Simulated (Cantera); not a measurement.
A closed system holds: 1 mol Si, 2 mol NF3, at 1475 K and 75.0 Torr.

Equilibrium computed with Cantera from the NASA thermochemical tables; the gas is ideal and each condensed phase is pure. Candidate condensed phases: Si, Si3N4; 16 gas species. The numbers say what is thermodynamically allowed, not how fast it happens.

Base state: F 0.494, N2 0.251, SiF4 0.251, F2 0.00412 (mole fractions); condensed: gas only.

Task: What changes in the equilibrium state with this change: temperature from 1475 K to 1548 K?

Result: 
```csv
species,before,after
F,0.494,0.497
N2,0.251,0.251
SiF4,0.251,0.251
F2,0.00412,0.00219
```

Task: What changes in the equilibrium state with this change: 0.0041 mol NH3 added?

Result: 
```json
[
 {"species": "F", "before": "0.494", "after": "0.491"},
 {"species": "N2", "before": "0.251", "after": "0.251"},
 {"species": "SiF4", "before": "0.251", "after": "0.251"},
 {"species": "HF", "before": "0", "after": "0.00309"},
 {"species": "F2", "before": "0.00412", "after": "0.00406"}
]
```
